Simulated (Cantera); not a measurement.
Input: 1 mol FeS, 240 mol H2, equilibrated at 27.0 Pa.

These are equilibrium values from Cantera (NASA tables, ideal gas, pure condensed phases), not measurements of a reactor. Candidate condensed phases: Fe, FeS, FeS2, S; 8 gas species. Mutual solubility and eutectic melting of coexisting phases are not modelled. FeS: taken at fixed stoichiometry. Gases not in the tables: S3 to S7. Kinetics and transport are ignored.

Q: Which condensed phases are stable at each of these points (T (K)): 723, 823, 923, 1023, 1123, 1223, 1323, 1423, 1523, 1623, 1723, 1823, 1923?

A: 
| T (K) | condensed phases | Fe condensed (%) |
|---|---|---|
| 723 | Fe(α) + FeS(s) | 100.0 |
| 823 | Fe(α) + FeS(s) | 100.0 |
| 923 | Fe(α) + FeS(s) | 100.0 |
| 1023 | Fe(α) + FeS(s) | 100.0 |
| 1123 | Fe(α) + FeS(s) | 100.0 |
| 1223 | Fe(γ) | 100.0 |
| 1323 | Fe(γ) | 99.8 |
| 1423 | Fe(γ) | 97.6 |
| 1523 | Fe(γ) | 78.4 |
| 1623 | gas only | 0.0 |
| 1723 | gas only | 0.0 |
| 1823 | gas only | 0.0 |
| 1923 | gas only | 0.0 |

From 723 K to 1123 K the condensed part is Fe(α) + FeS(s). From 1223 K to 1523 K the condensed part is Fe(γ). From 1623 K to 1923 K nothing is condensed.
